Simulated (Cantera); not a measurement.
Feed: 1 mol Zr, 6.1 mol N2O, 270 mol H2, at 1773.15 K and 13.3 mbar.

Cantera equilibrium calculation (NASA polynomials, part measured and part estimated; ideal gas, pure solids and liquids). Candidate condensed phases: H2O, Zr, ZrN, ZrO2; 28 gas species. Equilibrium is a limit: real reactors are often held back by kinetics, nucleation or transport.

Base state: H2 0.961, N2 0.0221, H2O 0.0148, H 0.00242 (mole fractions); condensed: ZrO2(tetragonal).

What changes in the equilibrium state with this change: N2O from 6.1 to 0.5 mol?


| species | before | after |
|---|---|---|
| H2 | 0.961 | 0.997 |
| H | 0.00242 | 0.00246 |
| N2 | 0.0221 | 0.000461 |
| H2O | 0.0148 | 5.42e-6 |
| ZrO2(tetragonal), mol | 1.00 | 0.249 |
| ZrN(s), mol | 0 | 0.751 |
Mutual solubility and eutectic melting of coexisting phases are not modelled. ZrN: taken at fixed stoichiometry. Condensed phases not in the tables: solid solutions among these carbides, nitrides and lower oxides.
